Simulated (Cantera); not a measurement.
A freely propagating, adiabatic, planar premixed flame of 25.9 % H2, 15.1 % O2, 56.8 % N2, 2.20 % H2O, equivalence ratio 0.86, unburnt at 450 K and 1.00 bar; mixture-averaged transport, grid criteria slope 0.08 and curve 0.16, no radiation.

Computed with Cantera and the H2/O2 subset of GRI-Mech 3.0, which has no nitrogen chemistry. Burning velocities carry a grid error of a few per cent, more on coarse grids.

Problem. Predict: laminar burning velocity; thermal thickness; peak x(O); peak x(HO2); peak x(H).

Solution. 
```json
{
  "laminar_burning_velocity": "361 cm/s",
  "thermal_thickness": "0.393 mm",
  "peak x(O)": "0.0107",
  "peak x(HO2)": "0.000440",
  "peak x(H)": "0.0344"
}
```
